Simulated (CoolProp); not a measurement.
R245ca at 293.15 K and 0.0551 MPa is throttled through a valve to 0.0176 MPa with no heat exchange. Each further row changes one setting.

The numbers come from the reference Helmholtz-energy equation of state, Zhou 2016 in CoolProp.

```tsv
case	temperature change (K)	final density (kg/m³)
as stated	-1.1	(withheld)
outlet pressure 0.00528 MPa	(withheld)	(withheld)
outlet pressure 0.0229 MPa	(withheld)	(withheld)
```

### Question
Complete the blanks.

### Answer

- as stated, final density (kg/m³): 0.978
- outlet pressure 0.00528 MPa, temperature change (K): -1.4
- outlet pressure 0.00528 MPa, final density (kg/m³): 0.292
- outlet pressure 0.0229 MPa, temperature change (K): -0.9
- outlet pressure 0.0229 MPa, final density (kg/m³): 1.28
